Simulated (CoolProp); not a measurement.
n-hexane along the isobar 0.699 MPa: fugacity coefficient from the reference equation and from simpler models built on Tc = 234.7 °C, pc = 3.044 MPa, ω = 0.300; each cubic takes its own stable root.

The numbers come from the reference Helmholtz-energy equation of state, Thol 2019 in CoolProp.

```json
[
 {"T (°C)": "184.75", "phase": "gas", "reference": "0.8863"},
 {"T (°C)": "193.35", "phase": "gas", "reference": "0.8935"},
 {"T (°C)": "201.95", "phase": "gas", "reference": "0.9000"},
 {"T (°C)": "210.45", "phase": "gas", "reference": "0.9060"},
 {"T (°C)": "219.05", "phase": "gas", "reference": "0.9116"},
 {"T (°C)": "227.55", "phase": "gas", "reference": "0.9167"},
 {"T (°C)": "236.15", "phase": "gas", "reference": "0.9215"},
 {"T (°C)": "244.75", "phase": "gas", "reference": "0.9259"},
 {"T (°C)": "253.25", "phase": "gas", "reference": "0.9300"},
 {"T (°C)": "261.85", "phase": "gas", "reference": "0.9339"},
 {"T (°C)": "270.45", "phase": "gas", "reference": "0.9375"},
 {"T (°C)": "278.95", "phase": "gas", "reference": "0.9408"}
]
```

Q: How far does each simpler model (van der Waals, Redlich-Kwong, Soave-Redlich-Kwong, Peng-Robinson) lie from the reference over these 12 states: mean and median of the absolute difference, and the worst?

A: 
- van der Waals: mean 1.5 %, median 1.3 %, worst +3.0 % at 184.75 °C and 0.699 MPa
- Redlich-Kwong: mean 0.4 %, median 0.3 %, worst +1.1 % at 184.75 °C and 0.699 MPa
- Soave-Redlich-Kwong: mean 0.3 %, median 0.2 %, worst +0.5 % at 184.75 °C and 0.699 MPa
- Peng-Robinson: mean 0.6 %, median 0.6 %, worst -0.6 % at 244.75 °C and 0.699 MPa
